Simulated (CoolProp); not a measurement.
Vapour-liquid equilibrium of benzene (1) + p-xylene (2) at 166.65 °C; x and y are mole fractions of (1).

The numbers come from the multi-fluid Helmholtz-energy mixture model, Thol 2012 and Zhou 2012; pair parameters Bell 2016 in CoolProp.

| x | bubble pressure, mixture model (MPa) | bubble pressure, Raoult's law (MPa) | y, mixture model | y, Raoult's law |
|---|---|---|---|---|
| 0.05 | 0.2306 | 0.2344 | 0.150 | 0.172 |
| 0.125 | ? | 0.2795 | 0.325 | 0.361 |
| 0.2 | 0.3132 | 0.3247 | 0.458 | 0.497 |
| 0.275 | 0.3561 | 0.3698 | 0.562 | 0.599 |
| 0.35 | 0.4000 | 0.4150 | 0.646 | 0.680 |
| 0.425 | 0.4445 | 0.4601 | 0.714 | 0.745 |
| 0.5 | ? | 0.5053 | 0.771 | 0.798 |
| 0.575 | 0.5355 | 0.5504 | 0.820 | 0.842 |
| 0.65 | 0.5818 | 0.5955 | ? | 0.880 |
| 0.725 | ? | 0.6407 | 0.897 | 0.912 |
| 0.8 | 0.6761 | 0.6858 | 0.929 | 0.940 |
| 0.875 | ? | 0.7310 | 0.958 | 0.965 |
| 0.95 | 0.7731 | 0.7761 | 0.984 | 0.987 |

Problem. Some entries are withheld; supply them.

Solution. 
- 0.125, bubble pressure, mixture model (MPa): 0.2712
- 0.5, bubble pressure, mixture model (MPa): 0.4897
- 0.65, y, mixture model: 0.861
- 0.725, bubble pressure, mixture model (MPa): 0.6286
- 0.875, bubble pressure, mixture model (MPa): 0.7242

The largest gap from Raoult's law is -3.7 % in bubble pressure, at x = 0.275. No azeotrope shows between x = 0.05 and 0.95.

The pair parameters rest on a limited set of measurements; away from them the model extrapolates.
